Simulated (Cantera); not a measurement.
A closed system holds: 1 mol B2O3, 0.9 mol O2, 0.27 mol H2, at 1298.15 K and 0.00700 bar.

Method: chemical equilibrium by Gibbs-energy minimisation in Cantera with the NASA 1993 tables (ideal gas, pure condensed phases). Gases not in the tables: H3BO3. The numbers say what is thermodynamically allowed, not how fast it happens.

| species | before | after |
|---|---|---|
| O2 | 0.732 | 0.621 |
| HBO2 | 0.0180 | 0.247 |
| H2O | 0.249 | 0.0953 |
| B2O3 | 2.53e-5 | 0.0325 |
| BO2 | 6.96e-6 | 0.00300 |
| O | 1.75e-6 | 0.000183 |
| H2 | 2.92e-7 | 1.28e-5 |
| OH | 7.67e-5 | 0.000946 |
| (HBO2)3 | 8.64e-5 | 8.48e-6 |
| B2O3(l), mol | 0.990 | 0.806 |
Gas species are given as mole fractions.

### Question
Which change was made?
(A) pressure from 0.00700 bar to 0.110 bar
(B) temperature from 1298.15 K to 1625 K
(C) temperature from 1298.15 K to 1350 K
(D) H2 from 0.27 to 0.56 mol

### Answer
B, temperature from 1298.15 K to 1625 K
